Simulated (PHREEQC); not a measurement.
Consider water at 20 °C with 35 mmol/kgw HCl, 32 mmol/kgw AlCl3 and 0.16 mmol/kgw CuCl2. Closed to the air; pH follows from the charge balance.

The numbers come from PHREEQC with the ion-association model, wateq4f.dat.

Each row changes one thing in this solution. Precipitation was switched off in this run.

```csv
case,pH,AlOH+2 (mol/kgw),Al(OH)2+ (mol/kgw),SI of Gibbsite (Al(OH)3),SI of Boehmite (AlOOH)
as made,1.56,3.43e-6,2.49e-10,-6.13,-6.67
temperature from 20 to 5 °C,(withheld),1.24e-6,1.99e-11,-7.03,-7.79
temperature from 20 to 30 °C,1.56,6.52e-6,1.12e-9,-5.58,-5.98
AlCl3 from 0.032 to 0.0064 mol/kgw,(withheld),7.53e-7,(withheld),-6.68,-7.22
CuCl2 replaced by FeCl3 at the same molality,1.56,3.43e-6,2.49e-10,-6.13,-6.67
temperature from 20 to 60 °C,1.56,3.82e-5,4.98e-8,-4.13,-4.19
diluted 5-fold with water,2.22,3.96e-6,1.92e-9,-4.52,-5.06
```

Task: Complete the blanks.

Result: 
- temperature from 20 to 5 °C, pH: 1.55
- AlCl3 from 0.032 to 0.0064 mol/kgw, pH: 1.53
- AlCl3 from 0.032 to 0.0064 mol/kgw, Al(OH)2+ (mol/kgw): 6.74e-11

Complexes and solids missing from the database can't appear. Some of these states are supersaturated (in Hematite (slow to form), Goethite (slow to form), for instance). At this temperature some constants are extrapolated from 25 °C, and those without enthalpy data are left unchanged.
